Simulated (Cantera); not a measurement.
## borazine + H₂O + N₂ + NH₃ (boron, boron nitride and boron oxide)

Feed: 1 mol borazine, 0.081 mol H₂O, 0.25 mol N₂, 18 mol NH₃, held at 950 K and 16.0 mbar.

Cantera equilibrium calculation (NASA polynomials, part measured and part estimated; ideal gas, pure solids and liquids). Candidate condensed phases: B, BN, B₂O₃, B₃O₃H₃, H₂O; 39 gas species. The feed counts by its element totals alone. Kinetics and transport are ignored.

```json
{
 "x(H₂)": "0.763",
 "x(N₂)": "0.235",
 "x(H₂O)": "0.00117",
 "x(NH₃)": "4.27e-6",
 "x(HBO₂)": "2.35e-6",
 "n(BN(s))": "2.98 mol",
 "n(B₂O₃(l))": "0.0116 mol",
 "gas_amount": "39.34 mol",
 "log10 activity of B(s) (absent)": "-7.97",
 "log10 activity of B₃O₃H₃(s) (absent)": "-16.70"
}
```
